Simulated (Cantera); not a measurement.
Feed: 1 mol Al2O3, a varied amount of H2, held at 1825 °C and 1.00 Torr.

Cantera equilibrium calculation (NASA polynomials, part measured and part estimated; ideal gas, pure solids and liquids). Candidate condensed phases: Al, Al2O3, H2O; 19 gas species. The tables' values for AlOH are old estimates; treat these amounts as uncertain. Kinetics and transport are ignored.

x: gas mole fraction; n: condensed amount in mol.

| n(H2) (mol) | x H2 | x H | x H2O | x Al | x Al2O | x AlOH | x OH | n Al2O3(s) |
|---|---|---|---|---|---|---|---|---|
| 33 | 0.915 | 0.0806 | 0.00278 | 0.00151 | 0.000234 | 0.000114 | 2.91e-5 | 0.963 |
| 47 | 0.915 | 0.0806 | 0.00278 | 0.00151 | 0.000234 | 0.000114 | 2.91e-5 | 0.948 |
| 68 | 0.915 | 0.0806 | 0.00278 | 0.00151 | 0.000234 | 0.000114 | 2.91e-5 | 0.925 |
| 98 | 0.915 | 0.0806 | 0.00278 | 0.00151 | 0.000234 | 0.000114 | 2.91e-5 | 0.891 |
| 140 | 0.915 | 0.0806 | 0.00278 | 0.00151 | 0.000234 | 0.000114 | 2.91e-5 | 0.845 |
| 200 | 0.915 | 0.0806 | 0.00278 | 0.00151 | 0.000234 | 0.000114 | 2.91e-5 | ___ |
| 290 | 0.915 | 0.0806 | 0.00278 | 0.00151 | 0.000234 | 0.000114 | 2.91e-5 | 0.679 |
| 420 | 0.915 | 0.0806 | 0.00278 | 0.00151 | 0.000234 | 0.000114 | 2.91e-5 | 0.535 |
| 610 | 0.915 | 0.0806 | 0.00278 | 0.00151 | 0.000234 | 0.000114 | 2.91e-5 | 0.324 |
| 880 | 0.915 | 0.0806 | 0.00278 | 0.00151 | 0.000234 | 0.000114 | 2.91e-5 | 0.0251 |
| 1300 | 0.916 | 0.0807 | ___ | ___ | ___ | 6.45e-5 | ___ | 0 |
| 1800 | 0.917 | 0.0807 | 0.00149 | 0.000920 | 4.68e-5 | 3.73e-5 | 1.56e-5 | 0 |

### Question
Some entries are withheld; supply them.

### Answer

- 200, n Al2O3(s): 0.778
- 1300, x H2O: 0.00201
- 1300, x Al: 0.00118
- 1300, x Al2O: 0.000104
- 1300, x OH: 2.10e-5
